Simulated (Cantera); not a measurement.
Standard-state values (1 bar) from the NASA 1993 polynomials, evaluated with Cantera. Values are per mole of reaction as written; species without (g) are pure solids or liquids, kept so even where they would boil at 1 bar.

2 BCl3(g) + 2 N(g) + 3 H2(g) ⇌ 2 BN + 6 HCl(g), with ΔH° = -1195.2 kJ and ΔS° = -128.3 J/K at 300 K.

Question: How far is the shortcut ΔG° ≈ ΔH°(300 K) − T·ΔS°(300 K) from the full temperature-dependent value at 923, 973, 1023, 1073, 1123, 1173, 1223, 1273, 1323, 1373 K?

Answer: 
| T (K) | shortcut (kJ) | full (kJ) | difference (kJ) | difference in log10 K |
|---|---|---|---|---|
| 923 | -1076.8 | -1062.1 | -14.8 | 0.84 |
| 973 | -1070.4 | -1053.8 | -16.6 | 0.89 |
| 1023 | -1064.0 | -1045.5 | -18.5 | 0.94 |
| 1073 | -1057.6 | -1037.2 | -20.4 | 0.99 |
| 1123 | -1051.2 | -1028.8 | -22.4 | 1.04 |
| 1173 | -1044.8 | -1020.5 | -24.3 | 1.08 |
| 1223 | -1038.4 | -1012.1 | -26.3 | 1.12 |
| 1273 | -1031.9 | -1003.7 | -28.3 | 1.16 |
| 1323 | -1025.5 | -995.2 | -30.3 | 1.20 |
| 1373 | -1019.1 | -986.8 | -32.3 | 1.23 |
The shortcut ignores the heat-capacity change of the reaction.
